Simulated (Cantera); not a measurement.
A perfectly stirred reactor is fed with CO : H₂ : CH₄ : O₂ : N₂ = 1 : 0.052 : 0.69 : 2.98 : 25.9 (molar parts), equivalence ratio 0.64, at 0.661 atm; it is adiabatic with a 575 K inlet, and is followed from long to short residence time, starting on the burning branch (τ in s: 0.31, 0.12, 0.05, 0.02, 0.0078, 0.0031, 0.0012, 0.00049, 0.0002, 7.8e-05, 3.1e-05, 1.2e-05, 4.9e-06).

Detailed kinetics in Cantera: GRI-Mech 3.0 (53 species, 325 reactions).

Task: What does this change do: inlet temperature 575 to 375 K?

Result: 
```tsv
quantity	before	after
blow-out, bracketed by the residence times tried	burning at 3.10 ms, out at 1.20 ms	burning at 50.0 ms, out at 20.0 ms
x(CO) at τ = 0.310 s	0.000470	0.000909
x(H₂) at τ = 0.310 s	5.82e-5	5.63e-5
x(CH₄) at τ = 0.310 s	1.17e-5	3.65e-5
x(N₂O) at τ = 0.310 s	5.68e-7	5.02e-7
x(HO₂) at τ = 0.310 s	2.15e-6	4.62e-6
x(CO) at τ = 1.20 ms	0.0327	0.0327
x(H₂) at τ = 1.20 ms	0.00170	0.00170
x(CH₄) at τ = 1.20 ms	0.0225	0.0225
x(N₂O) at τ = 1.20 ms	<1e-12	<1e-12
x(HO₂) at τ = 1.20 ms	<1e-12	<1e-12
```

Task: What does this change do: CH4 0.69 to 0.45 parts?

Result: 
| quantity | before | after |
|---|---|---|
| blow-out, bracketed by the residence times tried | burning at 3.10 ms, out at 1.20 ms | burning at 20.0 ms, out at 7.80 ms |
| x(CO) at τ = 0.310 s | 0.000470 | 0.000855 |
| x(H₂) at τ = 0.310 s | 5.82e-5 | 3.25e-5 |
| x(CH₄) at τ = 0.310 s | 1.17e-5 | 2.51e-5 |
| x(N₂O) at τ = 0.310 s | 5.68e-7 | 6.51e-7 |
| x(HO₂) at τ = 0.310 s | 2.15e-6 | 4.18e-6 |
| x(CO) at τ = 1.20 ms | 0.0327 | 0.0329 |
| x(H₂) at τ = 1.20 ms | 0.00170 | 0.00171 |
| x(CH₄) at τ = 1.20 ms | 0.0225 | 0.0148 |
| x(N₂O) at τ = 1.20 ms | <1e-12 | <1e-12 |
| x(HO₂) at τ = 1.20 ms | <1e-12 | <1e-12 |
